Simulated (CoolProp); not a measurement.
Vapour-liquid equilibrium of propylene (1) + R22 (2) at 0.00977 MPa; x and y are mole fractions of (1).

Model: multi-fluid Helmholtz-energy mixture model, Lemmon 2013 and Kamei 1995; pair parameters Bell 2016, in CoolProp.

```
x     bubble temperature, mixture model (K)  bubble temperature, Raoult's law (K)  y, mixture model  y, Raoult's law
----  -------------------------------------  ------------------------------------  ----------------  ---------------
0.05                                  191.1                                 191.9             0.129            0.082
0.15                                  189.3                                 190.9             0.311            0.232
0.25                                  188.0                                 190.1             0.435            0.365
0.35                                  187.1                                 189.2             0.528            0.483
0.45                                  186.4                                 188.5             0.604            0.588
0.55                                  185.8                                 187.7             0.671            0.682
0.65                                  185.4                                 187.0             0.735            0.766
0.75                                  185.1                                 186.3             0.800            0.842
0.85                                  184.8                                 185.6             0.871            0.910
0.95                                  184.7                                 185.0             0.953            0.972
```

The largest gap from Raoult's law is -2.1 K in bubble temperature, at x = 0.35. No azeotrope shows between x = 0.05 and 0.95.

The pair parameters rest on a limited set of measurements; away from them the model extrapolates.
